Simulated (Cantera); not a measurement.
A perfectly stirred reactor is fed with C3H8 : O2 : N2 = 1 : 8.33 : 31.3 (molar parts), at 3750 Torr; it is adiabatic with a 375 K inlet, and is followed from long to short residence time, starting on the burning branch (τ in s: 0.04, 0.019, 0.0089, 0.0042, 0.002, 0.00094, 0.00044, 0.00021, 9.9e-05, 4.7e-05, 2.2e-05).

Detailed kinetics in Cantera: GRI-Mech 3.0 (53 species, 325 reactions). GRI-Mech 3.0 was tuned for natural gas; its chemistry of propane as a main component is partial and can be far from experiment.

Problem. What does this change do: pressure from 3750 Torr to 7500 Torr?

Solution. 
```csv
quantity,before,after
"blow-out, bracketed by the residence times tried","burning at 0.210 ms, out at 99.0 µs","burning at 0.210 ms, out at 99.0 µs"
x(C3H8) at τ = 40.0 ms,1.16e-6,9.01e-7
x(O2) at τ = 40.0 ms,0.0800,0.0800
x(N2O) at τ = 40.0 ms,1.01e-6,9.56e-7
x(CH4) at τ = 40.0 ms,5.93e-7,6.57e-7
x(H2O) at τ = 40.0 ms,0.0957,0.0958
x(C3H8) at τ = 0.940 ms,1.78e-5,1.67e-5
x(O2) at τ = 0.940 ms,0.0816,0.0814
x(N2O) at τ = 0.940 ms,2.34e-6,3.28e-6
x(CH4) at τ = 0.940 ms,3.82e-6,4.82e-6
x(H2O) at τ = 0.940 ms,0.0944,0.0950
```

Problem. What does this change do: pressure from 3750 Torr to 6450 Torr?

Solution. 
```
quantity                                                                       before                                after
------------------------------------------------  -----------------------------------  -----------------------------------
blow-out, bracketed by the residence times tried  burning at 0.210 ms, out at 99.0 µs  burning at 0.210 ms, out at 99.0 µs
x(C3H8) at τ = 40.0 ms                                                        1.16e-6                              9.55e-7
x(O2) at τ = 40.0 ms                                                           0.0800                               0.0800
x(N2O) at τ = 40.0 ms                                                         1.01e-6                              9.68e-7
x(CH4) at τ = 40.0 ms                                                         5.93e-7                              6.49e-7
x(H2O) at τ = 40.0 ms                                                          0.0957                               0.0958
x(C3H8) at τ = 0.940 ms                                                       1.78e-5                              1.69e-5
x(O2) at τ = 0.940 ms                                                          0.0816                               0.0815
x(N2O) at τ = 0.940 ms                                                        2.34e-6                              3.13e-6
x(CH4) at τ = 0.940 ms                                                        3.82e-6                              4.53e-6
x(H2O) at τ = 0.940 ms                                                         0.0944                               0.0949
```
